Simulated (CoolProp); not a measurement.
Values from CoolProp's reference Helmholtz-energy equation of state, Gao 2020.

Question: Give the vapour pressure (MPa), liquid density (kg/m³), liquid cp (kJ/(kg K)), vapour Z of saturated ammonia at 321.1, 355.4 K.

Answer: 
```tsv
T (K)	p (MPa)	liquid density (kg/m³)	liquid cp (kJ/(kg K))	vapour Z
321.1	1.93	566	5.04	0.823
355.4	4.35	501	5.88	0.699
```
